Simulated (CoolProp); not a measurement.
Vapour-liquid equilibrium of isobutane (1) + n-butane (2) at 0.184 MPa; x and y are mole fractions of (1).

Model: multi-fluid Helmholtz-energy mixture model, Bücker 2006 and Bücker 2006; pair parameters Kunz 2012, in CoolProp.

**Question.** Give the bubble temperature and the first vapour's composition at x = 0.55, 0.75, 0.95. Is there an azeotrope?

**Answer.** x = 0.55: 282.5 K, y = 0.638; x = 0.75: 280.3 K, y = 0.813; x = 0.95: 278.2 K, y = 0.965. No azeotrope shows between x = 0.05 and 0.95.

Pair parameters are fitted to limited data, so mixtures are less certain than the pure fluids.
